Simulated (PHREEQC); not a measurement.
Solution (25 °C): 60 mmol/kgw HCl, 180 mmol/kgw Li2SO4 and 1.2 mmol/kgw Na2SO4. Closed to the air; pH follows from the charge balance.

Computed with PHREEQC (ion-association model, phreeqc.dat).

```tsv
quantity	before	after
pH	1.86	7.26
ionic strength (mol/kgw)	0.453	0.458
Li+ (mol/kgw)	0.327	0.318
SO4-2 (mol/kgw)	0.106	0.139
HSO4- (mol/kgw)	0.0418	2.15e-7
LiSO4- (mol/kgw)	0.0334	0.0423
```

Task: Name the change that produced these shifts.
(A) HCl from 0.06 to 0.6 mol/kgw
(B) Na2SO4 left out
(C) HCl replaced by MgCl2 at the same molality
(D) HCl left out
(E) diluted 10-fold with water

Result: D, HCl left out

No solid was allowed to form.
